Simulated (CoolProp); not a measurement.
Properties of carbonyl sulfide along the isotherm 449.5 K.

Model: reference Helmholtz-energy equation of state, Lemmon 2006, in CoolProp. It is a short technical equation, of lower accuracy than the large ones.

| p (MPa) | phase | density (kg/m³) | expansivity (1/kK) |
|---|---|---|---|
| 3.18 | gas | 56.99 | 3.149 |
| 6.37 | supercritical | 131.0 | 4.840 |
| 9.55 | supercritical | 233.5 | 7.900 |
| 12.7 | supercritical | 368.4 | 10.74 |
| 15.9 | supercritical | 495.4 | 9.145 |
| 19.1 | supercritical | 580.2 | 6.726 |
| 22.3 | supercritical | 637.2 | 5.235 |
| 25.5 | supercritical | 679.2 | 4.323 |
| 28.7 | supercritical | 712.4 | 3.719 |
| 31.8 | supercritical | 738.9 | 3.301 |
